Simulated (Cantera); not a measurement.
What does this Cantera script print?

```python
import numpy as np
import cantera as ct

surf = ct.Interface("diamond.yaml", "diamond_100")
gas, bulk = surf.adjacent["gas"], surf.adjacent["diamond"]
k = surf.kinetics_species_index(bulk.species_names[0])
cover = ["c6HH", "c6H*", "c6*H", "c6**", "c6HM", "c6B"]

rows, drift = [], 0.0
print(f"{'xCH3':>10s}{'um/h':>11s}" + "".join(f"{s:>11s}" for s in cover))
for v in [1e-06, 2.4e-06, 6e-06, 1.5e-05, 3.6e-05, 8.7e-05, 0.00021, 0.00052, 0.0013]:
    T, P, xH, xCH3 = 975, 2000, 0.00071, v
    gas.TPX = T, P, {"H": xH, "CH3": xCH3, "CH4": 0.0044, "H2": 1 - xH - xCH3 - 0.0044}
    surf.TP = bulk.TP = T, P
    surf.coverages = "c6H*:0.1, c6HH:0.9"
    surf.advance_coverages(100.0)
    before = surf.coverages
    surf.advance_coverages(100.0)
    drift = max(drift, np.max(np.abs(surf.coverages - before) / (surf.coverages + 1e-9)))
    rate = surf.net_production_rates[k] * bulk.mean_molecular_weight / bulk.density * 3.6e9
    rows.append([rate, *surf[cover].coverages])
    print(f"{v:10.4g}{rate:11.4e}" + "".join(f"{x:11.3e}" for x in rows[-1][1:]))
```

Result:

```
      xCH3       um/h       c6HH       c6H*       c6*H       c6**       c6HM        c6B
     1e-06 6.7680e-03  6.232e-01  1.602e-02  3.526e-01  7.454e-03  6.097e-04  1.837e-11
   2.4e-06 1.6222e-02  6.225e-01  1.600e-02  3.521e-01  7.441e-03  1.461e-03  4.402e-11
     6e-06 4.0419e-02  6.207e-01  1.595e-02  3.511e-01  7.411e-03  3.641e-03  1.097e-10
   1.5e-05 1.0021e-01  6.162e-01  1.584e-02  3.485e-01  7.335e-03  9.029e-03  2.719e-10
   3.6e-05 2.3593e-01  6.062e-01  1.557e-02  3.426e-01  7.163e-03  2.126e-02  6.402e-10
   8.7e-05 5.4505e-01  5.833e-01  1.496e-02  3.292e-01  6.772e-03  4.913e-02  1.479e-09
   0.00021 1.1897e+00  5.355e-01  1.369e-02  3.012e-01  5.966e-03  1.073e-01  3.228e-09
   0.00052 2.3766e+00  4.473e-01  1.134e-02  2.496e-01  4.520e-03  2.147e-01  6.449e-09
    0.0013 4.0176e+00  3.248e-01  8.084e-03  1.779e-01  2.650e-03  3.639e-01  1.090e-08
```

Cantera simulation using the Harris–Goodwin 1993 mechanism for the reconstructed diamond (100) surface; the numbers are that mechanism's predictions, not measurements.
